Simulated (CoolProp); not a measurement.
n-heptane at 298.15 K and 0.417 MPa flows at 25 m/s in a round tube of 25 mm bore and 1.5 µm roughness, fully developed (64/Re and Nu = 3.66 if laminar; Colebrook and Gnielinski if turbulent). Each further row changes one setting.

Computed with CoolProp (reference Helmholtz-energy equation of state, Span 2003). It is a short technical equation, of lower accuracy than the large ones.

```json
[
 {"case": "as stated", "Reynolds number": "1090000", "Darcy friction factor": "?", "pressure drop (Pa/m)": "?", "heat-transfer coefficient (W/(m² K))": "?", "mass flow (kg/h)": "30000"},
 {"case": "velocity 50 m/s", "Reynolds number": "2170000", "Darcy friction factor": "?", "pressure drop (Pa/m)": "407000", "heat-transfer coefficient (W/(m² K))": "48700", "mass flow (kg/h)": "?"},
 {"case": "diameter 50 mm", "Reynolds number": "2170000", "Darcy friction factor": "0.0112", "pressure drop (Pa/m)": "47700", "heat-transfer coefficient (W/(m² K))": "23300", "mass flow (kg/h)": "?"}
]
```

Some entries are withheld; supply them.


- as stated, Darcy friction factor: 0.0127
- as stated, pressure drop (Pa/m): 108000
- as stated, heat-transfer coefficient (W/(m² K)): 25400
- velocity 50 m/s, Darcy friction factor: 0.0120
- velocity 50 m/s, mass flow (kg/h): 60100
- diameter 50 mm, mass flow (kg/h): 120000

Viscosity comes from a separate model (Michailidou 2014). Thermal conductivity comes from a separate model (Assael 2013).
